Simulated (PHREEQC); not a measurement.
A solution holds 0.0017 mol/kgw MnSO4, 0.0016 mol/kgw ZnCl2, 0.00025 mol/kgw NaHCO3 and 0.00011 mol/kgw Na2SO4, at 25 °C. Closed to the air; pH follows from the charge balance.

The numbers come from PHREEQC with the ion-association model, wateq4f.dat.

```yaml
pH: 7.00
ionic_strength: 0.0105 mol/kgw
total_alkalinity: 0.250 meq/kg
```

| species | molality | activity | log γ |
|---|---|---|---|
| Cl- | 0.00318 | 0.00285 | -0.047 |
| Mn+2 | 0.00150 | 0.00100 | -0.174 |
| SO4-2 | 0.00143 | 0.000949 | -0.179 |
| Zn+2 | 0.00135 | 0.000901 | -0.174 |
| Na+ | 0.000468 | 0.000421 | -0.045 |
| ZnSO4 | 0.000200 | 0.000200 | 0.001 |
| MnSO4 | 0.000169 | 0.000169 | 0.001 |
| HCO3- | 0.000165 | 0.000149 | -0.044 |
| CO2 | 3.30e-5 | 3.31e-5 | 0.001 |
| ZnHCO3+ | 1.88e-5 | 1.69e-5 | -0.046 |
| MnHCO3+ | 1.48e-5 | 1.33e-5 | -0.045 |
| MnCl+ | 1.29e-5 | 1.17e-5 | -0.045 |

Precipitation was switched off in this run. The solution is supersaturated, for example in Rhodochrosite, ZnCO3:H2O, so a real one may precipitate; this is no full list. Complexes and solids missing from the database can't appear.
